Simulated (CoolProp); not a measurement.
Computed with CoolProp (reference Helmholtz-energy equation of state, Thol 2017).

**Question.** For octamethyltrisiloxane (MDM), give the phase and the density (kg/m³), Joule-Thomson coefficient (K/MPa), isothermal compressibility (1/MPa) at 484.4 K and 1280 kPa; 507.1 K and 1280 kPa.

**Answer.** 
- 484.4 K and 1280 kPa: liquid; density 601, Joule-Thomson coefficient 0.184, isothermal compressibility 0.0157
- 507.1 K and 1280 kPa: liquid; density 563, Joule-Thomson coefficient 0.502, isothermal compressibility 0.0258
